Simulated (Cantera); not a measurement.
An adiabatic, constant-pressure homogeneous reactor starts with H₂ : O₂ : N₂ = 1 : 0.581 : 2.19 (molar parts), equivalence ratio 0.86, at 1475 K and 1.60 bar.

Computed with Cantera and GRI-Mech 3.0 (53 species, 325 reactions).

Question: Predict: time of steepest temperature rise; temperature at 0.100 s; equilibrium temperature; x(H₂) at 0.100 s; x(O₂) at 0.100 s; x(NO) at 0.100 s; x(H₂O₂) at 0.100 s; x(HO₂) at 0.100 s.

Answer: 
* **time of steepest temperature rise**: 9.01 µs
* **temperature at 0.100 s**: 2832 K
* **equilibrium temperature**: 2832 K
* **x(H₂) at 0.100 s**: 0.0302 (gas-phase equilibrium 0.0302)
* **x(O₂) at 0.100 s**: 0.0249 (gas-phase equilibrium 0.0249)
* **x(NO) at 0.100 s**: 0.0120 (gas-phase equilibrium 0.0120)
* **x(H₂O₂) at 0.100 s**: 6.44e-7 (gas-phase equilibrium 6.44e-7)
* **x(HO₂) at 0.100 s**: 1.09e-5 (gas-phase equilibrium 1.09e-5)
